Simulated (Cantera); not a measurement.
## Hydrocarbon pyrolysis for carbon deposition

A perfectly stirred reactor is fed with CH₄ : N₂ = 1 : 4.7 (molar parts), at 1.01 bar; it is held at 1773 K, and followed from long to short residence time.

Model: GRI-Mech 3.0 (53 species, 325 reactions), integrated in Cantera. GRI-Mech 3.0 stops at C3 and has no aromatics, soot or wall deposition, so with more carbon than oxygen in the feed, carbon stays in small species such as C2H2 where larger ones or solid carbon would form.

```json
[
 {"τ (s)": "9.1", "x CH₄": "0.00347", "x H₂": "0.219", "x C₂H₆": "3.45e-7", "x C₂H₄": "0.000455", "x H": "0.000132", "x CH₂": "2.78e-8"},
 {"τ (s)": "3.9", "x CH₄": "0.00478", "x H₂": "0.217", "x C₂H₆": "6.01e-7", "x C₂H₄": "0.000451", "x H": "0.000130", "x CH₂": "3.78e-8"},
 {"τ (s)": "1.7", "x CH₄": "0.00688", "x H₂": "0.215", "x C₂H₆": "1.18e-6", "x C₂H₄": "0.000446", "x H": "0.000128", "x CH₂": "5.34e-8"},
 {"τ (s)": "0.72", "x CH₄": "0.0103", "x H₂": "0.210", "x C₂H₆": "2.57e-6", "x C₂H₄": "0.000444", "x H": "0.000124", "x CH₂": "7.79e-8"},
 {"τ (s)": "0.31", "x CH₄": "0.0156", "x H₂": "0.203", "x C₂H₆": "5.70e-6", "x C₂H₄": "0.000451", "x H": "0.000119", "x CH₂": "1.13e-7"},
 {"τ (s)": "0.13", "x CH₄": "0.0239", "x H₂": "0.193", "x C₂H₆": "1.30e-5", "x C₂H₄": "0.000492", "x H": "0.000111", "x CH₂": "1.64e-7"},
 {"τ (s)": "0.057", "x CH₄": "0.0355", "x H₂": "0.178", "x C₂H₆": "2.83e-5", "x C₂H₄": "0.000609", "x H": "0.000100", "x CH₂": "2.31e-7"},
 {"τ (s)": "0.024", "x CH₄": "0.0525", "x H₂": "0.156", "x C₂H₆": "6.15e-5", "x C₂H₄": "0.000915", "x H": "8.71e-5", "x CH₂": "3.21e-7"},
 {"τ (s)": "0.010", "x CH₄": "0.0747", "x H₂": "0.126", "x C₂H₆": "0.000127", "x C₂H₄": "0.00159", "x H": "7.12e-5", "x CH₂": "4.38e-7"},
 {"τ (s)": "0.0045", "x CH₄": "0.0980", "x H₂": "0.0954", "x C₂H₆": "0.000229", "x C₂H₄": "0.00265", "x H": "5.56e-5", "x CH₂": "5.65e-7"},
 {"τ (s)": "0.0019", "x CH₄": "0.123", "x H₂": "0.0614", "x C₂H₆": "0.000383", "x C₂H₄": "0.00412", "x H": "3.86e-5", "x CH₂": "7.08e-7"}
]
```
x: mole fraction; the columns are a selection and need not sum to one.
